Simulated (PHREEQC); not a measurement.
## Sulfide liquor

Solution (25 °C): 0.015 mol Na2S, 0.97 mol HCl, 0.38 mol NiCl2 and 0.16 mol LiOH per kg of water. Closed to the air; pH follows from the charge balance.

All values are PHREEQC results (ion-association model, wateq4f.dat), not measurements.

* **pH**: 0.24
* **ionic strength**: 1.35 mol/kgw
* **activity of water**: 0.955
* **total alkalinity**: -780 meq/kg

```json
[
 {"species": "Cl-", "molality": "1.26", "activity": "0.737", "log γ": "-0.234"},
 {"species": "H+", "molality": "0.780", "activity": "0.573", "log γ": "-0.134"},
 {"species": "NiCl2", "molality": "0.180", "activity": "0.246", "log γ": "0.135"},
 {"species": "Li+", "molality": "0.160", "activity": "0.106", "log γ": "-0.180"},
 {"species": "NiCl+", "molality": "0.107", "activity": "0.0920", "log γ": "-0.067"},
 {"species": "Ni+2", "molality": "0.0922", "activity": "0.0497", "log γ": "-0.268"},
 {"species": "Na+", "molality": "0.0300", "activity": "0.0221", "log γ": "-0.133"},
 {"species": "H2S", "molality": "0.0150", "activity": "0.0205", "log γ": "0.135"},
 {"species": "HS-", "molality": "7.33e-9", "activity": "4.09e-9", "log γ": "-0.254"}
]
```

No solid was allowed to form. The ionic strength is past about 0.7 mol/kgw, beyond the range of this activity model, so the values are rough. Species that the database lacks are ignored. The polysulfide entries of wateq4f.dat were taken out for this run.
